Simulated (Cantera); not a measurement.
A closed system holds: 1 mol SiC, 0.34 mol CO2, 58 mol H2, at 1.33 mbar.

These are equilibrium values from Cantera (NASA tables, ideal gas, pure condensed phases), not measurements of a reactor. Candidate condensed phases: C, C6H6, C7H8, C8H18, H2O, Si, SiC, SiO2; 123 gas species. Mutual solubility and eutectic melting of coexisting phases are not modelled. The tables hold silica as quartz up to 1696 K and as liquid above; real silica turns to tridymite and cristobalite and melts near 1996 K. Rates play no part. All values below are at 877 °C.

Base state: H2 0.992, CO 0.00774, CH4 2.44e-5 (mole fractions); condensed: SiC(s) + SiO2(β-quartz).

Question: What changes in the equilibrium state with this change: CO2 from 0.34 to 0.8 mol?

Answer: 
| species | before | after |
|---|---|---|
| H2 | 0.992 | 0.989 |
| CO | 0.00774 | 0.0109 |
| CH4 | 2.44e-5 | 3.05e-5 |
| SiC(s), mol | 0.886 | 0.521 |
| SiO2(β-quartz), mol | 0.114 | 0.479 |
| C(graphite), mol | 0 | 0.636 |
